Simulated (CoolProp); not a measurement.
Vapour-liquid equilibrium of R22 (1) + dimethyl ether (2) at 202.9 K; x and y are mole fractions of (1).

The numbers come from the multi-fluid Helmholtz-energy mixture model, Kamei 1995 and Wu 2011; pair parameters Bell 2016 in CoolProp.

Q: Give the bubble pressure and the first vapour's composition at x = 0.45, 0.55, 0.95. Is there an azeotrope?

A: x = 0.45: 8.265 kPa, y = 0.577; x = 0.55: 9.370 kPa, y = 0.745; x = 0.95: 19.06 kPa, y = 0.997. y crosses x between x = 0.25 and 0.35: the model has an azeotrope there.

Pair parameters are fitted to limited data, so mixtures are less certain than the pure fluids.
